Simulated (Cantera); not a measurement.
An adiabatic, constant-volume homogeneous reactor starts with 5.13 % CH4, 2.98 % CO, 18.4 % O2, 69.3 % N2, 4.26 % H2O, at 1698 K and 0.250 bar.

Cantera simulation using GRI-Mech 3.0 (53 species, 325 reactions); the numbers are that mechanism's predictions, not measurements.

Question: Predict: time of steepest temperature rise; temperature at 0.200 s; equilibrium temperature; x(CO) at 0.200 s; x(O2) at 0.200 s; x(HO2) at 0.200 s.

Answer: time of steepest temperature rise: 0.693 ms
temperature at 0.200 s: 2645 K
equilibrium temperature: 2645 K
x(CO) at 0.200 s: 0.0257 (gas-phase equilibrium 0.0257)
x(O2) at 0.200 s: 0.0648 (gas-phase equilibrium 0.0648)
x(HO2) at 0.200 s: 7.31e-6 (gas-phase equilibrium 7.31e-6)
